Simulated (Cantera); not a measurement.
A Cantera script and its output.

```python
import numpy as np
import cantera as ct

gas = ct.Solution("gri30.yaml")


def delay(T, t_max=10):
    gas.TPX = T, 100000, {'H2': 1, 'O2': 1.19, 'N2': 4.48, 'H2O': 1}
    reactor = ct.IdealGasReactor(gas, clone=False)
    net = ct.ReactorNet([reactor])
    net.rtol, net.atol = 1e-8, 1e-16
    while net.time < t_max:
        t_old, T_old = net.time, reactor.T
        net.step()
        if reactor.T > T + 400:  # ignition: a rise of 400 K
            return t_old + (T + 400 - T_old) / (reactor.T - T_old) * (net.time - t_old)
    return np.nan


taus = []
for T in [1050, 1125, 1200, 1275, 1350, 1425, 1500, 1575, 1650, 1725]:
    taus.append(delay(T))
    print(f"T0 = {T:6g} K   tau = {taus[-1]:.4e} s")
```

Result:

```
T0 =   1050 K   tau = 7.5306e-04 s
T0 =   1125 K   tau = 1.2675e-04 s
T0 =   1200 K   tau = 6.7092e-05 s
T0 =   1275 K   tau = 4.4660e-05 s
T0 =   1350 K   tau = 3.3562e-05 s
T0 =   1425 K   tau = 2.7533e-05 s
T0 =   1500 K   tau = 2.4275e-05 s
T0 =   1575 K   tau = 2.2748e-05 s
T0 =   1650 K   tau = 2.2418e-05 s
T0 =   1725 K   tau = 2.2992e-05 s
```

Detailed kinetics in Cantera: GRI-Mech 3.0 (53 species, 325 reactions). Where the delays flatten at high temperature, the 400 K rule measures the pace of heat release, not the induction time.
